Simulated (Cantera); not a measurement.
Input: 1 mol C6H6, 4 mol CO2, equilibrated at 1850 K and 0.240 bar.

Equilibrium computed with Cantera from the NASA thermochemical tables; the gas is ideal and each condensed phase is pure. Candidate condensed phases: C, C6H6, C7H8, C8H18, H2O; 110 gas species. Equilibrium is a limit: real reactors are often held back by kinetics, nucleation or transport.

Question: What is the equilibrium state?

Answer: 
```
Property                Result
-------------------  ---------
x(CO)                    0.727
x(H2)                    0.272
x(H)                  0.000574
x(C2H2 (acetylene))    7.12e-5
x(CH4)                 1.16e-5
x(H2O)                 1.06e-5
x(CO2)                 7.08e-6
n(C(graphite))        2.00 mol
gas amount           11.00 mol
```
